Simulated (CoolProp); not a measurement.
Vapour pressure (bar) of sulfur dioxide: the reference equation beside estimates from Tc = 430.6 K, pc = 78.87 bar, ω = 0.256. Clausius-Clapeyron is anchored at 262.8 K with a constant enthalpy of vaporisation of 24.98 kJ/mol.

Model: reference Helmholtz-energy equation of state, Gao 2016, in CoolProp.

```tsv
T (K)	reference	Clausius-Clapeyron	van der Waals	Soave-Redlich-Kwong	Peng-Robinson
262.8	0.9981	0.9981	7.550	0.9891	1.008
267.5	1.227	1.220	8.345	1.217	1.235
272.2	1.495	1.481	9.195	1.485	1.502
276.8	1.801	1.779	10.08	1.791	1.806
281.5	2.163	2.133	11.04	2.152	2.165
286.2	2.579	2.541	12.07	2.569	2.578
290.9	3.056	3.011	13.15	3.047	3.050
295.6	3.598	3.548	14.30	3.591	3.587
300.3	4.211	4.160	15.50	4.208	4.196
305	4.902	4.853	16.78	4.903	4.881
```

Absolute difference from the reference over all 10 rows, mean and median: Clausius-Clapeyron 1.1 and 1.2 %, van der Waals 412.8 and 389.2 %, Soave-Redlich-Kwong 0.4 and 0.4 %, Peng-Robinson 0.4 and 0.3 %.
